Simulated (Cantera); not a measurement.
An isothermal, constant-pressure homogeneous reactor starts with 33.3 % CH₄, 26.7 % CO₂, 40.0 % H₂, at 1725 K and 100.0 Torr.

Computed with Cantera and GRI-Mech 3.0 (53 species, 325 reactions).

One state of this run: x CH₄ = 0.0129; x CO₂ = 0.0134; x H₂ = 0.547; x HCO = 1.13e-8; x CH₂CO = 1.99e-5. x: mole fraction; the columns are a selection and need not sum to one.

Task: Which value of t (s) does it belong to?
(A) 0.916
(B) 7.39e-5
(C) 200
(D) 0.238

Result: A, 0.916
